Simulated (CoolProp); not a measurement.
Model: reference Helmholtz-energy equation of state, Lemmon 2006, in CoolProp. It is a short technical equation, of lower accuracy than the large ones.

Question: Give the vapour pressure (bar), liquid density (kg/m³), liquid cp (kJ/(kg K)), vapour Z of saturated carbonyl sulfide at -67.35, -64.45 °C.

Answer: 
| T (°C) | p (bar) | liquid density (kg/m³) | liquid cp (kJ/(kg K)) | vapour Z |
|---|---|---|---|---|
| -67.35 | 0.424 | 1210 | 1.17 | 0.985 |
| -64.45 | 0.496 | 1200 | 1.17 | 0.983 |
